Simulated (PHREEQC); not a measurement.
## Acid mine or pickling water: speciation

Model water analysis in mg/L, 25 °C, pH 2.25, pe 11.9: Na 176; K 2.26; Ca 53.4; Mg 35.1; Cl 146; S(6) as SO4 998; Mn(2) 0.248; Br 0.11; N(5) as NO3 21.9; Cu(2) 0.179.

Cl is adjusted to close the charge balance.
Valence states are taken as typed.

All values are PHREEQC results (ion-association model, phreeqc.dat), not measurements.

Each row changes one thing in this solution. No solid was allowed to form.

```csv
case,ionic strength (mol/kgw),SO4-2 (mol/kgw),HSO4- (mol/kgw),Mg+2 (mol/kgw),Ca+2 (mol/kgw),MgSO4 (mol/kgw),SI of Gypsum (CaSO4:2H2O),SI of Halite (NaCl)
as made,0.0268,0.00698,0.00243,0.000967,0.000963,0.000479,-1.12,-6.84
Br from 0.11 to 0.33 mg/L,0.0268,0.00698,0.00243,0.000967,0.000963,0.000479,-1.12,-6.84
Ca from 53.4 to 160 mg/L,0.0328,0.00662,0.00222,0.00101,0.00300,0.000432,-0.69,…
temperature from 25 to 50 °C at the same typed pH,0.0252,0.00572,0.00358,…,…,0.000604,-1.17,-6.52
```

Problem. Complete the blanks.

Solution. 
- Ca from 53.4 to 160 mg/L, SI of Halite (NaCl): -6.05
- temperature from 25 to 50 °C at the same typed pH, Mg+2 (mol/kgw): 0.000842
- temperature from 25 to 50 °C at the same typed pH, Ca+2 (mol/kgw): 0.000970

Species that the database lacks are ignored. Constants without temperature data keep their 25 °C values here.
